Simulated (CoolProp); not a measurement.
Vapour-liquid equilibrium of acetone (1) + ethanol (2) at 417 kPa; x and y are mole fractions of (1).

Computed with CoolProp (multi-fluid Helmholtz-energy mixture model, Lemmon 2006 and Schroeder 2014; pair parameters Bell 2016).

```tsv
x	bubble temperature (K)	y at the bubble point	dew temperature at overall composition x (K)	liquid density (mol/L)
0.05	390.4	0.100	391.4	14.83
0.15	387.1	0.259	389.4	14.47
0.25	384.6	0.380	387.3	14.10
0.35	382.6	0.477	385.2	13.75
0.45	381.1	0.560	383.2	13.41
0.55	379.9	0.635	381.3	13.09
0.65	379.0	0.707	379.7	12.78
0.75	378.3	0.781	378.5	12.49
0.85	377.8	0.861	377.8	12.22
0.95	377.6	0.950	377.6	11.96
```

No azeotrope shows between x = 0.05 and 0.95.

Pair parameters are fitted to limited data, so mixtures are less certain than the pure fluids.
